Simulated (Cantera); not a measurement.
Adiabatic ignition

An adiabatic, constant-volume homogeneous reactor starts with 4.17 % CH₃OH, 14.5 % O₂, 81.3 % N₂, equivalence ratio 0.43, at 1025 K and 10.0 bar.

Computed with Cantera and GRI-Mech 3.0 (53 species, 325 reactions). GRI-Mech 3.0 was tuned for natural gas; its chemistry of methanol as a main component is partial and can be far from experiment.

```tsv
t (s)	T (K)	P (bar)	x CH₃OH	x O₂	x CH₂	x N₂O	x CH₃
6.00e-6	1025	10.0	0.0417	0.145	<1e-12	<1e-12	3.69e-11
1.47e-5	1025	10.0	0.0417	0.145	<1e-12	<1e-12	7.38e-11
3.59e-5	1025	10.0	0.0417	0.145	<1e-12	<1e-12	1.18e-10
8.77e-5	1025	10.0	0.0417	0.145	<1e-12	<1e-12	1.39e-10
0.000214	1025	10.0	0.0417	0.145	<1e-12	<1e-12	1.40e-10
0.000524	1025	10.0	0.0417	0.145	<1e-12	<1e-12	1.40e-10
0.00128	1025	10.0	0.0417	0.145	<1e-12	<1e-12	1.40e-10
0.00313	1025	10.0	0.0417	0.145	<1e-12	<1e-12	1.39e-10
0.00766	1025	10.0	0.0417	0.145	<1e-12	2.88e-12	1.38e-10
0.0187	1025	10.0	0.0417	0.145	<1e-12	1.78e-11	1.34e-10
0.0458	1025	10.0	0.0416	0.145	<1e-12	1.69e-10	1.05e-10
0.112	1990	19.8	<1e-12	0.0809	<1e-12	1.16e-6	<1e-12
0.274	1988	19.8	<1e-12	0.0805	<1e-12	1.15e-6	<1e-12
0.669	1984	19.8	<1e-12	0.0798	<1e-12	1.13e-6	<1e-12
1.64	1979	19.7	<1e-12	0.0790	<1e-12	1.12e-6	<1e-12
4.00	1978	19.7	<1e-12	0.0789	<1e-12	1.12e-6	<1e-12
```
x: mole fraction; the columns are a selection and need not sum to one.

The time of steepest temperature rise comes out as 63.8 ms. The temperature at 4.00 s is 1978 K, the equilibrium temperature comes out as 1978 K and the x(CH₃OH) at 4.00 s is <1e-12 (gas-phase equilibrium <1e-12). The x(O₂) at 4.00 s comes out as 0.0789 (gas-phase equilibrium 0.0788) and the x(CH₂) at 4.00 s is <1e-12 (gas-phase equilibrium <1e-12).
